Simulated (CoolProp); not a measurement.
Saturated liquid density (kg/m³) of R365MFC: the reference equation beside estimates from Tc = 460.0 K, pc = 3266 kPa, ω = 0.377. Rackett uses Z = 0.29056 − 0.08775 ω.

Computed with CoolProp (reference Helmholtz-energy equation of state, Lemmon 2016).

```json
[
 {"T (K)": "298.4", "reference": "1256", "Rackett": "1344", "Redlich-Kwong": "1101", "Soave-Redlich-Kwong": "1161", "Peng-Robinson": "1311"},
 {"T (K)": "307.2", "reference": "1237", "Rackett": "…", "Redlich-Kwong": "1081", "Soave-Redlich-Kwong": "1143", "Peng-Robinson": "1292"},
 {"T (K)": "316.1", "reference": "…", "Rackett": "1300", "Redlich-Kwong": "1061", "Soave-Redlich-Kwong": "…", "Peng-Robinson": "1271"},
 {"T (K)": "325", "reference": "1198", "Rackett": "…", "Redlich-Kwong": "1039", "Soave-Redlich-Kwong": "1104", "Peng-Robinson": "1250"},
 {"T (K)": "333.8", "reference": "1177", "Rackett": "1255", "Redlich-Kwong": "1017", "Soave-Redlich-Kwong": "1083", "Peng-Robinson": "1227"},
 {"T (K)": "342.7", "reference": "1156", "Rackett": "1231", "Redlich-Kwong": "993.7", "Soave-Redlich-Kwong": "1061", "Peng-Robinson": "1202"},
 {"T (K)": "351.6", "reference": "1133", "Rackett": "1206", "Redlich-Kwong": "969.2", "Soave-Redlich-Kwong": "1037", "Peng-Robinson": "1175"},
 {"T (K)": "360.4", "reference": "1111", "Rackett": "1180", "Redlich-Kwong": "…", "Soave-Redlich-Kwong": "…", "Peng-Robinson": "1147"},
 {"T (K)": "369.3", "reference": "1086", "Rackett": "1153", "Redlich-Kwong": "917.0", "Soave-Redlich-Kwong": "984.4", "Peng-Robinson": "1117"},
 {"T (K)": "378.2", "reference": "1061", "Rackett": "1125", "Redlich-Kwong": "888.6", "Soave-Redlich-Kwong": "955.4", "Peng-Robinson": "1084"},
 {"T (K)": "387", "reference": "1034", "Rackett": "1095", "Redlich-Kwong": "858.8", "Soave-Redlich-Kwong": "924.5", "Peng-Robinson": "1049"},
 {"T (K)": "395.9", "reference": "1005", "Rackett": "1064", "Redlich-Kwong": "826.8", "Soave-Redlich-Kwong": "890.7", "Peng-Robinson": "1011"},
 {"T (K)": "404.8", "reference": "974.1", "Rackett": "1030", "Redlich-Kwong": "…", "Soave-Redlich-Kwong": "…", "Peng-Robinson": "968.6"},
 {"T (K)": "413.6", "reference": "940.4", "Rackett": "993.8", "Redlich-Kwong": "755.8", "Soave-Redlich-Kwong": "813.8", "Peng-Robinson": "922.4"}
]
```

### Question
Fill in the missing entries.

### Answer

- 307.2, Rackett: 1323
- 316.1, reference: 1218
- 316.1, Soave-Redlich-Kwong: 1124
- 325, Rackett: 1278
- 360.4, Redlich-Kwong: 943.9
- 360.4, Soave-Redlich-Kwong: 1012
- 404.8, Redlich-Kwong: 792.5
- 404.8, Soave-Redlich-Kwong: 853.8

Absolute difference from the reference over all 14 rows, mean and median: Rackett 6.3 and 6.3 %, Redlich-Kwong 15.2 and 14.7 %, Soave-Redlich-Kwong 9.4 and 8.7 %, Peng-Robinson 3.0 and 3.5 %.
